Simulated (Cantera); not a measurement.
# Thermodynamics of silicon oxide and oxynitride deposition, feed SiH4 + CO2 + H2

A closed system holds: 1 mol SiH4, 19 mol CO2, 58 mol H2, at 0.380 bar.

Method: chemical equilibrium by Gibbs-energy minimisation in Cantera with the NASA 1993 tables (ideal gas, pure condensed phases). Candidate condensed phases: C, C6H6, C7H8, C8H18, H2O, Si, SiC, SiO2; 123 gas species. The tables hold silica as quartz up to 1696 K and as liquid above; real silica turns to tridymite and cristobalite and melts near 1996 K. Gases not in the tables: Si(OH)4. Kinetics and transport are ignored.

From 1327 °C to 1377 °C the condensed part is SiO2(β-quartz). From 1427 °C to 1627 °C the condensed part is SiO2(condensed).

```
T (°C)   x H2   x CO  x H2O   x CO2       x H     x SiO     x OH  n SiO2(β-quartz)  n SiO2(condensed)
------  -----  -----  -----  ------  --------  --------  -------  ----------------  -----------------
1327    0.568  0.216  0.191  0.0242   6.65e-5   2.01e-7  8.75e-7             1.000                  0
1377    0.567  0.218  0.192  0.0230  0.000111   6.79e-7  1.70e-6             1.000                  0
1427    0.566  0.219  0.193  0.0218  0.000180   2.13e-6  3.17e-6                 0              1.000
1477    0.565  0.220  0.194  0.0209  0.000284   6.14e-6  5.72e-6                 0              1.000
1527    0.564  0.220  0.195  0.0200  0.000436   1.67e-5  9.97e-6                 0              0.999
1577    0.563  0.221  0.196  0.0192  0.000656   4.28e-5  1.69e-5                 0              0.997
1627    0.562  0.222  0.197  0.0185  0.000965  0.000104  2.77e-5                 0              0.992
```
x: gas mole fraction; n: condensed amount in mol.
